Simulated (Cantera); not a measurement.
Charge: 1 mol borazine, 0.38 mol O2, 3.7 mol H2O, equilibrated at 2250 K and 13.0 mbar.

Equilibrium computed with Cantera from the NASA thermochemical tables; the gas is ideal and each condensed phase is pure. Candidate condensed phases: B, BN, B2O3, B3O3H3, H2O; 39 gas species. The feed counts by its element totals alone. The numbers say what is thermodynamically allowed, not how fast it happens.

Base state: H2 0.568, N2 0.147, HBO2 0.0679, B2O3 0.0635, H 0.0491, BO 0.0432, HBO 0.0429, H2O 0.0108 (mole fractions); condensed: gas only.

What changes in the equilibrium state with this change: temperature from 2250 K to 998 K?


```tsv
species	before	after
H2	0.568	0.818
N2	0.147	0.181
H2O	0.0108	0.00106
HBO2	0.0679	7.16e-6
B2O3	0.0635	<1e-9
BO	0.0432	<1e-9
H	0.0491	1.71e-8
HBO	0.0429	2.72e-8
B2O2	0.00633	<1e-9
BO2	0.00106	<1e-9
BN(s), mol	0	0.0324
B2O3(l), mol	0	1.48
```
